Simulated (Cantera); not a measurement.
A closed system holds: 1 mol AlI3, 0.6 mol N2O, 130 mol H2, at 2175 K and 1800 Pa.

Equilibrium computed with Cantera from the NASA thermochemical tables; the gas is ideal and each condensed phase is pure. The tables' values for AlOH are old estimates; treat these amounts as uncertain. Equilibrium is a limit: real reactors are often held back by kinetics, nucleation or transport.

```tsv
species	before	after
I	0.0189	0.490
H2	0.934	0.232
N2	0.00440	0.124
AlI	0.00211	0.117
HI	0.000975	0.0126
H	0.0352	0.0175
I2	8.75e-8	5.86e-5
H2O	0.00117	0.000175
Al2O	0.000741	0.00205
Al	0.00199	0.00427
AlOH	0.000134	8.63e-5
AlO	1.07e-5	1.38e-5
Al2O3(s), mol	0.106	0.196
```
Gas species are given as mole fractions.

### Question
Which change was made?
A. H2 from 130 to 810 mol
B. H2 from 130 to 1.2 mol
C. 0.34 mol O2 added
D. N2O from 0.6 to 9 mol

### Answer
B, H2 from 130 to 1.2 mol
